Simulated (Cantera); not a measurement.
## Equilibrium for silicon oxide and oxynitride deposition: SiCl4 + H2O + H2

Charge: 1 mol SiCl4, 14 mol H2O, 0.25 mol H2, equilibrated at 1600 K and 25.5 Torr.

These are equilibrium values from Cantera (NASA tables, ideal gas, pure condensed phases), not measurements of a reactor. Candidate condensed phases: H2O, Si, SiO2; 30 gas species. The tables hold silica as quartz up to 1696 K and as liquid above; real silica turns to tridymite and cristobalite and melts near 1996 K. Gases not in the tables: Si(OH)4. Kinetics and transport are ignored.

```json
{
 "x(H2O)": "0.738",
 "x(HCl)": "0.246",
 "x(H2)": "0.0156",
 "x(Cl)": "0.000458",
 "x(OH)": "6.82e-5",
 "x(H)": "3.69e-5",
 "x(O2)": "2.89e-6",
 "n(SiO2(β-quartz))": "1.00 mol",
 "gas_amount": "16.25 mol",
 "log10 activity of Si(s) (absent)": "-13.44"
}
```
